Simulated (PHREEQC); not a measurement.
Dissolve 0.0043 mol HBr, 0.0019 mol CuSO4 and 0.012 mol MgCl2 per kg of water at 40 °C. Closed to the air; pH follows from the charge balance.

Model: ion-association model, wateq4f.dat, run in PHREEQC.

```
Property                   Value
----------------  --------------
pH                          2.46
ionic strength    0.0440 mol/kgw
total alkalinity    -4.30 meq/kg
```

```json
[
 {"species": "Cl-", "molality": "0.0239", "activity": "0.0195", "log γ": "-0.088"},
 {"species": "Mg+2", "molality": "0.0113", "activity": "0.00552", "log γ": "-0.309"},
 {"species": "Br-", "molality": "0.00430", "activity": "0.00354", "log γ": "-0.084"},
 {"species": "H+", "molality": "0.00407", "activity": "0.00348", "log γ": "-0.068"},
 {"species": "Cu+2", "molality": "0.00172", "activity": "0.000840", "log γ": "-0.310"},
 {"species": "SO4-2", "molality": "0.000852", "activity": "0.000400", "log γ": "-0.328"},
 {"species": "MgSO4", "molality": "0.000741", "activity": "0.000749", "log γ": "0.004"},
 {"species": "HSO4-", "molality": "0.000232", "activity": "0.000191", "log γ": "-0.084"},
 {"species": "CuCl+", "molality": "0.000108", "activity": "8.88e-5", "log γ": "-0.086"},
 {"species": "CuSO4", "molality": "7.50e-5", "activity": "7.57e-5", "log γ": "0.004"},
 {"species": "CuCl2", "molality": "1.08e-6", "activity": "1.09e-6", "log γ": "0.004"},
 {"species": "CuOH+", "molality": "2.94e-9", "activity": "2.41e-9", "log γ": "-0.086"}
]
```

No solid was allowed to form. Complexes and solids missing from the database can't appear. Constants without temperature data keep their 25 °C values here.
